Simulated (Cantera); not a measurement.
An isothermal, constant-pressure homogeneous reactor starts with NO : N2 = 1 : 11 (molar parts), at 1650 K and 82.5 Torr. Integrator tolerance rtol = 1e-08.

Cantera simulation using GRI-Mech 3.0 (53 species, 325 reactions); the numbers are that mechanism's predictions, not measurements.

What does this change do: NO 1 to 2.1 parts?


```
quantity                                           before                                    after
----------------  ---------------------------------------  ---------------------------------------
x(NO) at 40.0 s    0.0798 (gas-phase equilibrium 0.00117)    0.148 (gas-phase equilibrium 0.00159)
x(O2) at 40.0 s    0.00177 (gas-phase equilibrium 0.0411)   0.00622 (gas-phase equilibrium 0.0793)
x(N2) at 40.0 s       0.918 (gas-phase equilibrium 0.958)      0.846 (gas-phase equilibrium 0.919)
x(NO2) at 40.0 s  9.79e-6 (gas-phase equilibrium 6.04e-7)  3.16e-5 (gas-phase equilibrium 1.14e-6)
x(O) at 40.0 s    4.01e-6 (gas-phase equilibrium 1.59e-5)  7.01e-6 (gas-phase equilibrium 2.21e-5)
x(N2O) at 40.0 s  2.31e-6 (gas-phase equilibrium 2.52e-8)  7.82e-6 (gas-phase equilibrium 3.36e-8)
```

What does this change do: N2 11 to 7 parts?


```
quantity                                           before                                    after
----------------  ---------------------------------------  ---------------------------------------
x(NO) at 40.0 s    0.0798 (gas-phase equilibrium 0.00117)    0.117 (gas-phase equilibrium 0.00142)
x(O2) at 40.0 s    0.00177 (gas-phase equilibrium 0.0411)   0.00387 (gas-phase equilibrium 0.0618)
x(N2) at 40.0 s       0.918 (gas-phase equilibrium 0.958)      0.879 (gas-phase equilibrium 0.937)
x(NO2) at 40.0 s  9.79e-6 (gas-phase equilibrium 6.04e-7)  2.02e-5 (gas-phase equilibrium 8.99e-7)
x(O) at 40.0 s    4.01e-6 (gas-phase equilibrium 1.59e-5)  5.65e-6 (gas-phase equilibrium 1.95e-5)
x(N2O) at 40.0 s  2.31e-6 (gas-phase equilibrium 2.52e-8)  4.95e-6 (gas-phase equilibrium 3.02e-8)
```
